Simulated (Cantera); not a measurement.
Reactions in the system N-O-P

Source: NASA polynomial tables (part measured, part estimated), evaluated in Cantera. Values are per mole of reaction as written; species without (g) are pure solids or liquids, kept so even where they would boil at 1 bar.

P4O10(g) + 10 NO(g) → 10 NO2(g) + 2 P2(g)

```
T (K)  ΔH° (kJ)  ΔS° (J/K)  ΔG° (kJ)  log10 K
-----  --------  ---------  --------  -------
300      2620.6      326.2    2522.7  -439.24
425      2613.8      307.3    2483.2  -305.19
450      2612.4      304.2    2475.5  -287.35
475      2611.1      301.2    2468.0  -271.39
500      2609.7      298.5    2460.5  -257.04
525      2608.4      295.9    2453.1  -244.06
550      2607.1      293.5    2445.7  -232.27
575      2605.8      291.3    2438.4  -221.50
600      2604.6      289.1    2431.1  -211.64
625      2603.4      287.1    2423.9  -202.58
650      2602.2      285.3    2416.8  -194.21
675      2601.0      283.5    2409.7  -186.47
```

P4O10 → 10 O(g) + P4(g)

| T (K) | ΔH° (kJ) | ΔS° (J/K) | ΔG° (kJ) | log10 K |
|---|---|---|---|---|
| 300 | 5560.8 | 1662.3 | 5062.1 | -881.37 |
| 425 | 5566.4 | 1678.4 | 4853.1 | -596.45 |
| 450 | 5566.7 | 1679.1 | 4811.1 | -558.45 |
| 475 | 5566.7 | 1679.2 | 4769.1 | -524.44 |
| 500 | 5566.6 | 1678.9 | 4727.1 | -493.83 |
| 525 | 5566.2 | 1678.1 | 4685.2 | -466.14 |
| 550 | 5565.6 | 1677.0 | 4643.2 | -440.97 |
| 575 | 5564.7 | 1675.5 | 4601.3 | -417.99 |
| 600 | 5563.7 | 1673.7 | 4559.4 | -396.93 |
| 625 | 5562.4 | 1671.7 | 4517.6 | -377.56 |
| 650 | 5561.0 | 1669.4 | 4475.9 | -359.68 |
| 675 | 5559.3 | 1666.9 | 4434.2 | -343.13 |
